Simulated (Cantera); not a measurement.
Fe(CO)5 + O2 + H2 (iron carbonyl, mercury and lead vapours)

A closed system holds: 1 mol Fe(CO)5, 0.41 mol O2, 4.6 mol H2, held at 925 K and 14.0 Pa.

Cantera equilibrium calculation (NASA polynomials, part measured and part estimated; ideal gas, pure solids and liquids). Candidate condensed phases: C, C6H6, C7H8, C8H18, Fe, Fe(CO)5, FeO, Fe(OH)2, Fe(OH)3, Fe2O3, Fe3O4, H2O; 114 gas species. Rates play no part.

```
Property                                   Result
--------------------------------------  ---------
x(CO)                                       0.463
x(H2)                                       0.451
x(CO2)                                     0.0576
x(H2O)                                     0.0278
n(Fe(α))                                 1.00 mol
gas amount                              9.600 mol
log10 activity of C(graphite) (absent)      -2.81
log10 activity of Fe(OH)2(s) (absent)      -10.42
log10 activity of Fe(OH)3(s) (absent)      -18.39
```
